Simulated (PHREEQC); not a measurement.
Make-up at 90 °C: 0.056 mol/kgw LiOH and 0.00018 mol/kgw Na2SiO3. Closed to the air; pH follows from the charge balance.

The numbers come from PHREEQC with the ion-association model, wateq4f.dat.

Precipitation was switched off in this run.

### Question
Order these Si species by the share of Si that they hold, largest first: H2SiO4-2, H4SiO4, H3SiO4-.

### Answer
H3SiO4- (78 %), H2SiO4-2 (21 %), H4SiO4 (0.74 %)

The pH is 11.07 and the ionic strength 0.0564 mol/kgw. Species that the database lacks are ignored. At this temperature some constants are extrapolated from 25 °C, and those without enthalpy data are left unchanged.
